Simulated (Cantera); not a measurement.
## Carbothermic reduction: Ta₂O₅ + CO

Feed: 1 mol Ta₂O₅, a varied amount of CO, held at 1348.15 K and 133 Pa.

Equilibrium computed with Cantera from the NASA thermochemical tables; the gas is ideal and each condensed phase is pure. Candidate condensed phases: C, Ta, TaC, Ta₂O₅; 15 gas species. Mutual solubility and eutectic melting of coexisting phases are not modelled. TaC: taken at fixed stoichiometry. Condensed phases not in the tables: Ta₂C. Kinetics and transport are ignored.

```json
[
 {"n(CO) (mol)": "0.54", "x CO": "1.000", "x CO₂": "0.000318", "n Ta₂O₅(s)": "1.000", "n TaC(s)": "0"},
 {"n(CO) (mol)": "0.72", "x CO": "1.000", "x CO₂": "0.000318", "n Ta₂O₅(s)": "1.000", "n TaC(s)": "0"},
 {"n(CO) (mol)": "0.95", "x CO": "1.000", "x CO₂": "0.000318", "n Ta₂O₅(s)": "1.000", "n TaC(s)": "0"},
 {"n(CO) (mol)": "1.3", "x CO": "1.000", "x CO₂": "0.000318", "n Ta₂O₅(s)": "1.000", "n TaC(s)": "0"},
 {"n(CO) (mol)": "1.7", "x CO": "1.000", "x CO₂": "0.000318", "n Ta₂O₅(s)": "1.000", "n TaC(s)": "0"},
 {"n(CO) (mol)": "2.2", "x CO": "1.000", "x CO₂": "0.000318", "n Ta₂O₅(s)": "1.000", "n TaC(s)": "0"},
 {"n(CO) (mol)": "2.9", "x CO": "1.000", "x CO₂": "0.000318", "n Ta₂O₅(s)": "1.000", "n TaC(s)": "0.000264"},
 {"n(CO) (mol)": "3.8", "x CO": "1.000", "x CO₂": "0.000318", "n Ta₂O₅(s)": "1.000", "n TaC(s)": "0.000345"},
 {"n(CO) (mol)": "5.1", "x CO": "1.000", "x CO₂": "0.000318", "n Ta₂O₅(s)": "1.000", "n TaC(s)": "0.000463"},
 {"n(CO) (mol)": "6.7", "x CO": "1.000", "x CO₂": "0.000318", "n Ta₂O₅(s)": "1.000", "n TaC(s)": "0.000609"},
 {"n(CO) (mol)": "8.8", "x CO": "1.000", "x CO₂": "0.000318", "n Ta₂O₅(s)": "1.000", "n TaC(s)": "0.000800"},
 {"n(CO) (mol)": "12", "x CO": "1.000", "x CO₂": "0.000318", "n Ta₂O₅(s)": "0.999", "n TaC(s)": "0.00109"}
]
```
x: gas mole fraction; n: condensed amount in mol.

From 0.54 mol CO to 2.2 mol CO the condensed part is Ta₂O₅(s). From 2.9 mol CO to 12 mol CO the condensed part is TaC(s) + Ta₂O₅(s).
